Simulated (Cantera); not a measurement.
A perfectly stirred reactor is fed with CH2O : O2 : N2 : H2O = 0.0031 : 0.018 : 1 : 0.039 (molar parts), equivalence ratio 0.17, at 4.44 atm; it is held at 1000 K, and followed from long to short residence time.

Model: GRI-Mech 3.0 (53 species, 325 reactions), integrated in Cantera.

**Question.** Predict: x(CH2O) at τ = 28.0 s; x(O2) at τ = 28.0 s; x(CH2O) at τ = 0.130 s; x(O2) at τ = 0.130 s.

**Answer.** x(CH2O) at τ = 28.0 s: 7.09e-6
x(O2) at τ = 28.0 s: 0.0142
x(CH2O) at τ = 0.130 s: 0.000191
x(O2) at τ = 0.130 s: 0.0153
